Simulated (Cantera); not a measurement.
Input: 1 mol TiCl4, 0.48 mol O2, at 1625 K and 80.0 Pa.

These are equilibrium values from Cantera (NASA tables, ideal gas, pure condensed phases), not measurements of a reactor. Kinetics and transport are ignored.

```tsv
species	before	after
Cl2	0.0282	0.631
TiCl4	0.203	0.348
Cl	0.755	0.0216
TiCl3	0.0129	5.80e-7
TiOCl2	0.00140	8.89e-9
TiO2(rutile), mol	0.478	0.480
```
Gas species are given as mole fractions.

**Question.** Which change was made?
(A) temperature from 1625 K to 1048 K
(B) temperature from 1625 K to 673 K
(C) pressure from 80.0 Pa to 100000 Pa
(D) O2 from 0.48 to 0.25 mol

**Answer.** A, temperature from 1625 K to 1048 K. Condensed phases not in the tables: TiOCl
